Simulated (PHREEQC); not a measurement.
Sulfide liquor

A solution holds 0.039 mol/kgw NH4HS and 0.17 mol/kgw NaCl, at 20 °C. Closed to the air; pH follows from the charge balance.

The numbers come from PHREEQC with the ion-association model, wateq4f.dat.

Precipitation was switched off in this run.

Q: Predict the pH, ionic strength, activity of water.

A: pH 8.18; ionic strength 0.207 mol/kgw; activity of water 0.993.

Q: In which forms is S present?

A: HS- 96 %, H2S 4.3 % of the S.

Complexes and solids missing from the database can't appear. The polysulfide entries of wateq4f.dat were taken out for this run.
